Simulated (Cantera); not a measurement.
A closed system holds: 1 mol SiH2Cl2, 0.76 mol C2H4, 250 mol H2, equilibrated at 1950 K and 1330 Pa.

These are equilibrium values from Cantera (NASA tables, ideal gas, pure condensed phases), not measurements of a reactor. Candidate condensed phases: C, C6H6, C7H8, C8H18, Si, SiC; 109 gas species. Equilibrium is a limit: real reactors are often held back by kinetics, nucleation or transport.

Base state: H2 0.982, H 0.00984, HCl 0.00777, C2H2 (acetylene) 0.000537, Si 8.10e-5, Cl 5.84e-5 (mole fractions); condensed: C(graphite) + SiC(s).

Problem. What changes in the equilibrium state with this change: H2 from 250 to 2.5 mol?

Solution. 
```
species             before     after
----------------  --------  --------
H2                   0.982     0.676
HCl                0.00777     0.297
SiCl2              7.10e-6    0.0150
SiCl3              1.77e-9  0.000173
Cl                 5.84e-5   0.00269
SiCl               2.79e-6  0.000129
C2H2 (acetylene)  0.000537  0.000370
C(graphite), mol     0.270     0.609
SiC(s), mol          0.973     0.907
```
The tables' values for SiCl3, SiCl are old estimates; treat these amounts as uncertain.
